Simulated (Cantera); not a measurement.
Carbothermic reduction: Fe2O3 + C + H2

Input: 1 mol Fe2O3, a varied amount of C, 13 mol H2, held at 1000 Pa.

Equilibrium computed with Cantera from the NASA thermochemical tables; the gas is ideal and each condensed phase is pure. Candidate condensed phases: C, C6H6, C7H8, C8H18, Fe, Fe(CO)5, FeO, Fe(OH)2, Fe(OH)3, Fe2O3, Fe3O4, H2O; 114 gas species. Iron dissolves carbon and melts from about 1420 K in contact with it, which pure phases cannot show. Condensed phases not in the tables: cementite and carbon dissolved in iron. Kinetics and transport are ignored.

Stable condensed phases:

```
T in K \ n(C) in mol
         0.5 1.1 1.8 2.4 3.1 3.7 4.4   5
   2598    A   A   A   A   A   B   B   B
   2523    A   A   A   A   A   B   B   B
   2448    A   A   A   A   A   B   B   B
   2373    A   A   A   A   A   B   B   B
   2298    A   A   A   A   A   B   B   B
   2223    A   A   A   A   B   B   B   B
   2148    A   A   A   A   B   B   B   B
   2073    C   C   C   C   D   D   D   D
   1998    C   C   C   C   D   D   D   D
   1923    C   C   C   C   D   D   D   D
   1848    C   C   C   C   D   D   D   D
   1773    C   C   C   C   D   D   D   D
   1698    C   C   C   C   D   D   D   D
   1623    C   C   C   C   D   D   D   D
```

A: gas only; B: C; C: Fe; D: C + Fe.
